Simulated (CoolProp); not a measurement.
The fluoroketone C6F12O (FK-5-1-12) along the isotherm 198.95 °C: Z from the reference equation and from simpler models built on Tc = 168.7 °C, pc = 18.69 bar, ω = 0.471; each cubic takes its own stable root.

Computed with CoolProp (reference Helmholtz-energy equation of state, McLinden 2015).

| p (bar) | phase | reference |
|---|---|---|
| 0.0887 | gas | 0.9987 |
| 0.134 | gas | 0.9980 |
| 0.202 | gas | 0.9970 |
| 0.304 | gas | 0.9955 |
| 0.459 | gas | 0.9933 |
| 0.693 | gas | 0.9898 |
| 1.05 | gas | 0.9845 |
| 1.58 | gas | 0.9767 |
| 2.38 | gas | 0.9647 |
| 3.59 | gas | 0.9463 |
| 5.41 | gas | 0.9180 |
| 8.17 | gas | 0.8733 |
| 12.3 | gas | 0.8006 |
| 18.6 | gas | 0.6706 |
| 28 | supercritical | 0.4270 |

Q: How far does each simpler model (van der Waals, Redlich-Kwong, Soave-Redlich-Kwong, Peng-Robinson) lie from the reference over these 15 states: mean and median of the absolute difference, and the worst?

A: 
- van der Waals: mean 0.8 %, median 0.2 %, worst -7.2 % at 198.95 °C and 28 bar
- Redlich-Kwong: mean 1.0 %, median 0.1 %, worst -8.1 % at 198.95 °C and 28 bar
- Soave-Redlich-Kwong: mean 1.1 %, median 0.1 %, worst +12.0 % at 198.95 °C and 28 bar
- Peng-Robinson: mean 0.9 %, median 0.2 %, worst +5.2 % at 198.95 °C and 28 bar
